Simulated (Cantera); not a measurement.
Charge: 1 mol SiH2Cl2, 3.6 mol HCl, 13 mol H2, at 827 °C and 360 Torr.

Cantera equilibrium calculation (NASA polynomials, part measured and part estimated; ideal gas, pure solids and liquids). Candidate condensed phases: Si; 19 gas species. The tables' values for SiCl3 are old estimates; treat these amounts as uncertain. Kinetics and transport are ignored.

Base state: H2 0.845, HCl 0.0981, SiCl4 0.0497, SiHCl3 0.00632, SiCl3 0.000555, SiH2Cl2 9.62e-5, SiCl2 8.60e-5 (mole fractions); condensed: gas only.

### Question
What changes in the equilibrium state with this change: HCl from 3.6 to 0.057 mol?

### Answer
```csv
species,before,after
H2,0.845,0.945
HCl,0.0981,0.0201
SiCl4,0.0497,0.0187
SiHCl3,0.00632,0.0130
SiH3Cl,3.88e-7,2.39e-5
SiH2Cl2,9.62e-5,0.00108
"Si(s), mol",0,0.493
```

### Question
What changes in the equilibrium state with this change: HCl from 3.6 to 0.52 mol?

### Answer
```
species       before     after
----------  --------  --------
H2             0.845     0.937
SiCl4         0.0497    0.0234
HCl           0.0981    0.0211
SiHCl3       0.00632    0.0153
SiH3Cl       3.88e-7   2.50e-5
SiH2Cl2      9.62e-5   0.00120
SiCl2        8.60e-5  0.000969
SiCl3       0.000555   0.00128
Si(s), mol         0     0.370
```

### Question
What changes in the equilibrium state with this change: temperature from 827 °C to 1550 °C?

### Answer
```tsv
species	before	after
H2	0.845	0.756
HCl	0.0981	0.189
SiCl2	8.60e-5	0.0496
SiCl4	0.0497	0.000364
SiCl	<1e-9	3.67e-5
Cl	3.57e-9	0.000104
H	3.43e-8	0.000544
SiHCl3	0.00632	0.000386
SiCl3	0.000555	0.00342
```
The tables' values for SiCl3, SiCl are old estimates; treat these amounts as uncertain.
